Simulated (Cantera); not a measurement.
Input: 1 mol C2H6, 0.57 mol O2, 26 mol H2, held at 0.0930 bar.

Equilibrium computed with Cantera from the NASA thermochemical tables; the gas is ideal and each condensed phase is pure. Candidate condensed phases: C, C6H6, C7H8, C8H18, H2O; 110 gas species. The numbers say what is thermodynamically allowed, not how fast it happens. All values below are at 1673 K.

Base state: H2 0.962, CO 0.0378, H 0.000366, CH4 0.000104, C2H2 (acetylene) 5.48e-5 (mole fractions); condensed: C(graphite).

### Question
What changes in the equilibrium state with this change: C2H6 replaced by C?

### Answer
| species | before | after |
|---|---|---|
| H2 | 0.962 | 0.957 |
| CO | 0.0378 | 0.0370 |
| H2O | 1.90e-6 | 0.00512 |
| C2H2 (acetylene) | 5.48e-5 | <1e-9 |
| CH4 | 0.000104 | 3.74e-8 |
| CO2 | 2.26e-8 | 5.98e-5 |
| C(graphite), mol | 0.854 | 0 |
